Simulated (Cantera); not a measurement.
Feed: 1 mol acetone, 0.013 mol O2, at 1000 Pa.

Method: chemical equilibrium by Gibbs-energy minimisation in Cantera with the NASA 1993 tables (ideal gas, pure condensed phases). Candidate condensed phases: C, C6H6, C7H8, C8H18, H2O; 110 gas species. The feed counts by its element totals alone. Equilibrium is a limit: real reactors are often held back by kinetics, nucleation or transport.

x: gas mole fraction; n: condensed amount in mol.

| T (°C) | x H2 | x H2O | x CH4 | x CO | x CO2 | x H | n C(graphite) |
|---|---|---|---|---|---|---|---|
| 300 | 0.360 | 0.325 | 0.268 | 0.00124 | 0.0457 | <1e-12 | 2.23 |
| 400 | 0.669 | 0.168 | 0.0684 | 0.0231 | 0.0710 | <1e-12 | 2.50 |
| 500 | 0.752 | 0.0498 | 0.0120 | 0.139 | 0.0470 | (withheld) | 2.28 |
| 600 | 0.745 | 0.00756 | 0.00249 | 0.239 | 0.00646 | (withheld) | 2.02 |
| 700 | 0.744 | 0.00117 | 0.000712 | 0.253 | 0.000642 | (withheld) | 1.98 |
| 800 | 0.745 | 0.000247 | 0.000255 | 0.255 | 9.13e-5 | (withheld) | 1.97 |
| 900 | 0.745 | 6.74e-5 | 0.000108 | 0.255 | 1.81e-5 | (withheld) | 1.97 |
| 1000 | 0.745 | 2.26e-5 | 5.21e-5 | 0.255 | 4.67e-6 | (withheld) | 1.97 |
| 1100 | 0.745 | 8.89e-6 | 2.80e-5 | 0.255 | 1.48e-6 | (withheld) | 1.97 |
| 1200 | 0.745 | 3.98e-6 | 1.63e-5 | 0.255 | 5.50e-7 | (withheld) | 1.97 |
| 1300 | 0.745 | 1.97e-6 | 1.02e-5 | 0.255 | 2.33e-7 | (withheld) | 1.97 |
| 1400 | 0.744 | 1.07e-6 | 6.72e-6 | 0.255 | 1.10e-7 | (withheld) | 1.97 |
| 1500 | 0.743 | 6.18e-7 | 4.65e-6 | 0.255 | 5.70e-8 | (withheld) | 1.97 |

Complete the blanks.


- 500, x H: 7.87e-12
- 600, x H: 4.04e-10
- 700, x H: 9.33e-9
- 800, x H: 1.21e-7
- 900, x H: 1.02e-6
- 1000, x H: 6.16e-6
- 1100, x H: 2.87e-5
- 1200, x H: 0.000109
- 1300, x H: 0.000351
- 1400, x H: 0.000982
- 1500, x H: 0.00245
